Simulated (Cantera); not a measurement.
# Equilibrium for silicon epitaxy and polysilicon growth: SiH₂Cl₂ + H₂

Feed: 1 mol SiH₂Cl₂, 19 mol H₂, held at 1498 K and 0.0170 bar.

Method: chemical equilibrium by Gibbs-energy minimisation in Cantera with the NASA 1993 tables (ideal gas, pure condensed phases). Candidate condensed phases: Si; 19 gas species. The tables' values for SiCl₃ are old estimates; treat these amounts as uncertain. Kinetics and transport are ignored.

| Property | Value |
|---|---|
| x(H₂) | 0.920 |
| x(HCl) | 0.0648 |
| x(SiCl₂) | 0.0146 |
| x(SiCl₃) | 0.000325 |
| x(H) | 0.000126 |
| x(SiHCl₃) | 3.37e-5 |
| x(SiCl₄) | 2.31e-5 |
| x(SiH₂Cl₂) | 7.82e-6 |
| x(Cl) | 7.18e-6 |
| n(Si(s)) | 0.684 mol |
| gas amount | 21.00 mol |
